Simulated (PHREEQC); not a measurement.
Synthetic water in mmol/kgw, 55 °C, pH 6.3, pe 12: Na 462; K 21; Ca 18.7; Mg 4.49; Cl 511; S(6) 0.741; Alkalinity (meq/kgw) 0.97; Ni 3.9; N(5) 11.9.

Valence states are taken as typed.

All values are PHREEQC results (ion-association model, wateq4f.dat), not measurements.

Q: The ionic strength comes out as 0.554 mol/kgw. What activity coefficients do CaHCO3+, Ca+2, NiOH+, MgHCO3+, NO3- get?

A: CaHCO3+ 0.69, Ca+2 0.24, NiOH+ 0.72, MgHCO3+ 0.63, NO3- 0.59.

This is a speciation only: nothing precipitates in the calculation. Away from 25 °C the constants follow the database's enthalpies or fits; those with neither stay at their 25 °C values.
